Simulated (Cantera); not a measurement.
Input: 1 mol Si, 0.6 mol NF3, 24 mol N2.

Equilibrium computed with Cantera from the NASA thermochemical tables; the gas is ideal and each condensed phase is pure. Candidate condensed phases: Si, Si3N4; 16 gas species. The tables' values for SiF2, SiF3 are old estimates. Rates play no part.

Stable condensed phases, one row left out:

```
T in °C \ P in Pa
              1    6.8     46    320   2200  15000 100000
   1252       A      A      B      B      B      B      B
   1202       A      B      B      B      B      B      B
   1152       A      B      B      B      B      B      B
   1052       B      B      B      B      B      B      B
   1002       B      B      B      B      B      B      B
    952       B      B      B      B      B      B      B
    902       B      B      B      B      B      B      B
    852       B      B      B      B      B      B      B
    802       B      B      B      B      B      B      B
    752       B      B      B      B      B      B      B
    702       B      B      B      B      B      B      B
    652       B      B      B      B      B      B      B
    602       B      B      B      B      B      B      B
```

A: Si; B: Si3N4.

### Question
Give the row for 1102 °C.

### Answer
1: Si3N4; 6.8: Si3N4; 46: Si3N4; 320: Si3N4; 2200: Si3N4; 15000: Si3N4; 100000: Si3N4.
